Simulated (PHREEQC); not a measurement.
Solution (45 °C): 0.0003 mol/kgw PbCl2, 3.4e-05 mol/kgw NaNO3 and 0.085 mol/kgw Zn(NO3)2. Closed to the air; pH follows from the charge balance.

Computed with PHREEQC (ion-association model, wateq4f.dat).

**Question.** The ionic strength comes out as 0.256 mol/kgw. What activity coefficients do Na+, Zn+2, ZnOH+, PbNO3+, NO3- get?

**Answer.** Na+ 0.72, Zn+2 0.29, ZnOH+ 0.73, PbNO3+ 0.73, NO3- 0.66.

This is a speciation only: nothing precipitates in the calculation. Species that the database lacks are ignored. At this temperature some constants are extrapolated from 25 °C, and those without enthalpy data are left unchanged.
